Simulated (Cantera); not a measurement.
Standard-state values (1 bar) from the NASA 1993 polynomials, evaluated with Cantera. Values are per mole of reaction as written; species without (g) are pure solids or liquids, kept so even where they would boil at 1 bar.

Problem. Between 300 and 2073 K, where is each reaction favourable under standard conditions?
- Cu + CH2F2(g) → C + H2(g) + CuF2

Solution. 
- Cu + CH2F2(g) → C + H2(g) + CuF2: ΔG° is -66 kJ at 300 K and -68 kJ at 2073 K; it stays negative (K > 1). ΔH° is 12 kJ and ΔS° 39 J/K at 2073 K.
